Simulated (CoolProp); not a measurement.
Vapour pressure (bar) of R1336mzz(E): the reference equation beside estimates from Tc = 403.5 K, pc = 27.79 bar, ω = 0.413. Clausius-Clapeyron is anchored at 319.3 K with a constant enthalpy of vaporisation of 21.67 kJ/mol.

Model: reference Helmholtz-energy equation of state, Akasaka 2023, in CoolProp.

```
T (K)  reference  Lee-Kesler  Clausius-Clapeyron  van der Waals  Redlich-Kwong  Soave-Redlich-Kwong  Peng-Robinson
-----  ---------  ----------  ------------------  -------------  -------------  -------------------  -------------
300.9      2.128       2.133               2.331          7.632          4.053                2.134          2.121
305.5      2.486       2.493               2.656          8.213          4.555                2.496          2.477
310.1      2.888       2.897               3.014          8.822          5.098                2.903          2.877
314.7      3.339       3.348               3.408          9.459          5.685                3.359          3.326
319.3      3.840       3.851               3.840          10.12          6.318                3.869          3.826
323.8      4.385       4.397               4.302          10.80          6.983                4.422          4.370
328.4      5.000       5.013               4.815          11.53          7.710                5.048          4.986
333        5.679       5.691               5.373          12.28          8.488                5.739          5.666
337.6      6.425       6.436               5.978          13.06          9.318                6.500          6.415
342.1      7.224       7.234               6.617          13.86          10.18                7.315          7.219
346.7      8.117       8.125               7.321          14.70          11.12                8.225          8.118
```

Absolute difference from the reference over all 11 rows, mean and median: Lee-Kesler 0.2 and 0.3 %, Clausius-Clapeyron 5.4 and 5.4 %, van der Waals 155.5 and 146.3 %, Redlich-Kwong 61.0 and 59.2 %, Soave-Redlich-Kwong 0.8 and 0.8 %, Peng-Robinson 0.3 and 0.3 %.
